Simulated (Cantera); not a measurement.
A perfectly stirred reactor is fed with 1.86 % CH4, 98.1 % H2, at 1330 Pa; it is held at 2650 K, and followed from long to short residence time.

Computed with Cantera and GRI-Mech 3.0 (53 species, 325 reactions). GRI-Mech 3.0 stops at C3 and has no aromatics, soot or wall deposition, so with more carbon than oxygen in the feed, carbon stays in small species such as C2H2 where larger ones or solid carbon would form. Radical loss at walls, strong at low pressure, is not modelled.

Question: Predict: x(CH4) at τ = 0.440 s; x(H2) at τ = 0.440 s; x(C2H) at τ = 0.440 s; x(H) at τ = 0.440 s; x(CH2) at τ = 0.440 s; x(CH4) at τ = 55.0 ms; x(H2) at τ = 55.0 ms; x(C2H) at τ = 55.0 ms; x(H) at τ = 55.0 ms; x(CH2) at τ = 55.0 ms.

Answer: 
```
Quantity                  Value
---------------------  --------
x(CH4) at τ = 0.440 s   7.78e-6
x(H2) at τ = 0.440 s      0.779
x(C2H) at τ = 0.440 s  0.000209
x(H) at τ = 0.440 s       0.213
x(CH2) at τ = 0.440 s   1.65e-5
x(CH4) at τ = 55.0 ms  0.000280
x(H2) at τ = 55.0 ms      0.914
x(C2H) at τ = 55.0 ms   6.77e-5
x(H) at τ = 55.0 ms      0.0768
x(CH2) at τ = 55.0 ms   5.52e-5
```
